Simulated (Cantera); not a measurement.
Source: NASA polynomial tables (part measured, part estimated), evaluated in Cantera. Values are per mole of reaction as written; species without (g) are pure solids or liquids, kept so even where they would boil at 1 bar.

2 H2S(g) + SF4(g) → 4 HF(g) + 3 S

```csv
T (K),ΔH° (kJ),ΔS° (J/K),ΔG° (kJ),log10 K,condensed phases
300,-286.0,80.4,-310.1,53.99,S(s)
525,-266.9,127.0,-333.6,33.19,S(l)
575,-263.9,132.6,-340.1,30.90,S(l)
625,-261.5,136.7,-346.9,28.99,S(l)
675,-259.6,139.5,-353.8,27.38,S(l)
725,?,?,?,?,S(l)
775,?,?,?,?,S(l)
825,?,?,?,?,S(l)
875,-254.4,146.3,-382.4,22.83,S(l)
925,?,?,?,?,S(l)
975,-251.4,149.6,-397.2,21.28,S(l)
1025,-250.3,150.6,-404.7,20.62,S(l)
```

Q: Complete the blanks.

A: 
- 725, ΔH° (kJ): -258.2
- 725, ΔS° (J/K): 141.6
- 725, ΔG° (kJ): -360.8
- 725, log10 K: 26.00
- 775, ΔH° (kJ): -257.0
- 775, ΔS° (J/K): 143.2
- 775, ΔG° (kJ): -367.9
- 775, log10 K: 24.80
- 825, ΔH° (kJ): -255.7
- 825, ΔS° (J/K): 144.7
- 825, ΔG° (kJ): -375.1
- 825, log10 K: 23.75
- 925, ΔH° (kJ): -252.8
- 925, ΔS° (J/K): 148.0
- 925, ΔG° (kJ): -389.8
- 925, log10 K: 22.01
